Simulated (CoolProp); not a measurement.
Values from CoolProp's reference Helmholtz-energy equation of state, Akasaka 2024.

Give the vapour pressure (MPa), liquid density (kg/m³), vapour density (kg/m³), enthalpy of vaporisation (kJ/kg) of saturated R1132(E) at 19.95 °C.


```json
[
 {"T (°C)": "19.95", "p (MPa)": "1.45", "liquid density (kg/m³)": "935", "vapour density (kg/m³)": "48.5", "enthalpy of vaporisation (kJ/kg)": "223"}
]
```
